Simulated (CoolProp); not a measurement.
A single-stage vapour-compression cycle with R404A: evaporating at 238.15 K (dew point), condensing at 295.15 K (bubble point), superheat 0 K, subcooling 8 K, compressor efficiency 0.75, no pressure losses. Each further row changes one setting.

Computed with CoolProp (reference Helmholtz-energy equation of state, Lemmon 2003). It is a pseudo-pure fit of the blend.

| case | cooling COP | pressure ratio | discharge temperature (K) | refrigerating effect (kJ/kg) | volumetric capacity (kJ/m³) |
|---|---|---|---|---|---|
| as stated | 2.41 | 7.08 | 316.3 | 127 | 1090 |
| evaporating temperature 243.15 K | … | … | … | 130 | 1370 |
| condensing temperature 290.15 K | … | 6.17 | 310.3 | 134 | 1150 |
| subcooling 13 K | … | 7.08 | 316.3 | 134 | 1150 |
| superheat 10 K | 2.43 | 7.08 | … | 135 | 1100 |
| compressor efficiency 0.65 | 2.09 | 7.08 | 323.8 | 127 | 1090 |

Question: What belongs in the gaps?

Answer: 
- evaporating temperature 243.15 K, cooling COP: 2.77
- evaporating temperature 243.15 K, pressure ratio: 5.73
- evaporating temperature 243.15 K, discharge temperature (K): 313.7
- condensing temperature 290.15 K, cooling COP: 2.75
- subcooling 13 K, cooling COP: 2.55
- superheat 10 K, discharge temperature (K): 326.8
